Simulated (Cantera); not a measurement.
Input: 1 mol SiH2Cl2, 620 mol H2, equilibrated at 2050 K and 750 Torr.

Method: chemical equilibrium by Gibbs-energy minimisation in Cantera with the NASA 1993 tables (ideal gas, pure condensed phases). Gases not in the tables: Si2H6 and higher silanes. Rates play no part.

| species | before | after |
|---|---|---|
| H2 | 0.994 | 0.998 |
| HCl | 0.00315 | 0.00116 |
| SiHCl3 | 1.23e-9 | 0.000416 |
| H | 0.00226 | <1e-9 |
| SiH2 | 0.000139 | <1e-9 |
| SiCl4 | <1e-9 | 0.000133 |
| Si | 7.73e-5 | <1e-9 |
| SiH | 4.66e-5 | <1e-9 |
| SiH2Cl2 | 3.26e-8 | 0.000128 |
| SiCl2 | 2.26e-5 | 1.94e-6 |
| Si(l), mol | 0.816 | 0 |
| Si(s), mol | 0 | 0.570 |
Gas species are given as mole fractions.

What was changed between the two runs?
(A) temperature from 2050 K to 925 K
(B) temperature from 2050 K to 1573.15 K
(C) H2 from 620 to 7 mol
(D) SiH2Cl2 replaced by SiCl4

A, temperature from 2050 K to 925 K
